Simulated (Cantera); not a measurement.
**CH2F2 + F2 + H2 + CH4 (fluorocarbon and chlorocarbon gases)**

Feed: 1 mol CH2F2, 0.21 mol F2, 0.85 mol H2, 0.068 mol CH4, equilibrated at 1.00 Torr.

These are equilibrium values from Cantera (NASA tables, ideal gas, pure condensed phases), not measurements of a reactor. Candidate condensed phases: C, C6H6, C7H8, C8H18; 95 gas species. Kinetics and transport are ignored.

```json
[
 {"T (K)": "2823", "x HF": "0.532", "x H": "0.361", "x F": "0.0382", "x C": "0.00634", "x C3": "0.0314", "x H2": "0.0221", "x C2": "0.00308", "n C(graphite)": "0.576"},
 {"T (K)": "2923", "x HF": "0.441", "x H": "0.382", "x F": "0.0714", "x C": "0.0152", "x C3": "0.0614", "x H2": "0.0127", "x C2": "0.00725", "n C(graphite)": "0"},
 {"T (K)": "3023", "x HF": "0.357", "x H": "0.419", "x F": "0.118", "x C": "0.0263", "x C3": "0.0516", "x H2": "0.00814", "x C2": "0.00945", "n C(graphite)": "0"},
 {"T (K)": "3123", "x HF": "0.264", "x H": "0.455", "x F": "0.172", "x C": "0.0425", "x C3": "0.0396", "x H2": "0.00535", "x C2": "0.0113", "n C(graphite)": "0"},
 {"T (K)": "3223", "x HF": "0.178", "x H": "0.485", "x F": "0.221", "x C": "0.0638", "x C3": "0.0269", "x H2": "0.00350", "x C2": "0.0123", "n C(graphite)": "0"},
 {"T (K)": "3323", "x HF": "0.111", "x H": "0.504", "x F": "0.259", "x C": "0.0877", "x C3": "0.0156", "x H2": "0.00226", "x C2": "0.0117", "n C(graphite)": "0"},
 {"T (K)": "3423", "x HF": "0.0660", "x H": "0.516", "x F": "0.284", "x C": "0.110", "x C3": "0.00736", "x H2": "0.00145", "x C2": "0.00954", "n C(graphite)": "0"},
 {"T (K)": "3523", "x HF": "0.0388", "x H": "0.522", "x F": "0.300", "x C": "0.125", "x C3": "0.00286", "x H2": "0.000938", "x C2": "0.00673", "n C(graphite)": "0"}
]
```
x: gas mole fraction; n: condensed amount in mol.

At 2823 K the condensed part is C(graphite). From 2923 K to 3523 K nothing is condensed. The main C-bearing gas is C3 at 2823 K and C at 3523 K.
